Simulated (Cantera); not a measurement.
An adiabatic, constant-pressure homogeneous reactor starts with CH4 : O2 : N2 = 1 : 1.18 : 7.5 (molar parts), equivalence ratio 1.7, at 1100 K and 1.60 bar.

Cantera simulation using GRI-Mech 3.0 (53 species, 325 reactions); the numbers are that mechanism's predictions, not measurements.

Question: Predict: time of steepest temperature rise; temperature at 8.00 s; equilibrium temperature; x(O2) at 8.00 s; x(H) at 8.00 s; x(O) at 8.00 s; x(CO) at 8.00 s.

Answer: 
```
Item                                                                   Value
---------------------------------  -----------------------------------------
time of steepest temperature rise                                    0.288 s
temperature at 8.00 s                                                 2053 K
equilibrium temperature                                               2053 K
x(O2) at 8.00 s                      2.03e-7 (gas-phase equilibrium 2.03e-7)
x(H) at 8.00 s                     0.000525 (gas-phase equilibrium 0.000525)
x(O) at 8.00 s                       3.56e-7 (gas-phase equilibrium 3.56e-7)
x(CO) at 8.00 s                        0.0744 (gas-phase equilibrium 0.0744)
```
